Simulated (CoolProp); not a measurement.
Vapour-liquid equilibrium of dimethyl ether (1) + n-butane (2) at 312.1 K; x and y are mole fractions of (1).

The numbers come from the multi-fluid Helmholtz-energy mixture model, Wu 2011 and Bücker 2006; pair parameters Bell 2016 in CoolProp.

Question: Give the bubble pressure and the first vapour's composition at x = 0.35, 0.55, 0.75. Is there an azeotrope?

Answer: x = 0.35: 6.121 bar, y = 0.562; x = 0.55: 7.095 bar, y = 0.711; x = 0.75: 7.880 bar, y = 0.835. No azeotrope shows between x = 0.05 and 0.95.

The pair parameters rest on a limited set of measurements; away from them the model extrapolates.
